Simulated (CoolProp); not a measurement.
Saturation properties of propylene glycol.

Model: reference Helmholtz-energy equation of state, Eisenbach 2021, in CoolProp.

```json
[
 {"T (°C)": "108.05", "p (bar)": "0.04466", "liquid density (kg/m³)": "966.1", "vapour Z": "0.9982"},
 {"T (°C)": "126.35", "p (bar)": "0.1046", "liquid density (kg/m³)": "950.3", "vapour Z": "0.9964"},
 {"T (°C)": "144.75", "p (bar)": "0.2245", "liquid density (kg/m³)": "933.9", "vapour Z": "0.9935"},
 {"T (°C)": "163.05", "p (bar)": "0.4439", "liquid density (kg/m³)": "916.8", "vapour Z": "0.9891"},
 {"T (°C)": "181.35", "p (bar)": "0.8207", "liquid density (kg/m³)": "899.0", "vapour Z": "0.9827"},
 {"T (°C)": "199.75", "p (bar)": "1.436", "liquid density (kg/m³)": "880.2", "vapour Z": "0.9738"},
 {"T (°C)": "218.05", "p (bar)": "2.382", "liquid density (kg/m³)": "860.5", "vapour Z": "0.9619"},
 {"T (°C)": "236.35", "p (bar)": "3.784", "liquid density (kg/m³)": "839.6", "vapour Z": "0.9466"},
 {"T (°C)": "254.75", "p (bar)": "5.799", "liquid density (kg/m³)": "817.1", "vapour Z": "0.9271"},
 {"T (°C)": "273.05", "p (bar)": "8.580", "liquid density (kg/m³)": "793.1", "vapour Z": "0.9030"}
]
```

It boils at 188.1 °C under 1 atm.
